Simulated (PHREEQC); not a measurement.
Synthetic water in mg/kgw, 25 °C, pH 2.1, pe 11.1: Na 302; K 1.01e-05; Ca 202; Mg 23.4; Cl 110; S(6) as SO4 1590; O(0) (dissolved oxygen) 0.0809; Zn 0.145.

Valence states are taken as typed.

Model: ion-association model, phreeqc.dat, run in PHREEQC.

No solid was allowed to form.

### Question
Order these S species by the share of S that they hold, largest first: MgSO4, NaSO4-, HSO4-, CaSO4, SO4-2.

### Answer
SO4-2 (60 %), HSO4- (27 %), CaSO4 (8.7 %), MgSO4 (2.1 %), NaSO4- (1.8 %)

The pH is 2.10 and the ionic strength 0.0431 mol/kgw.
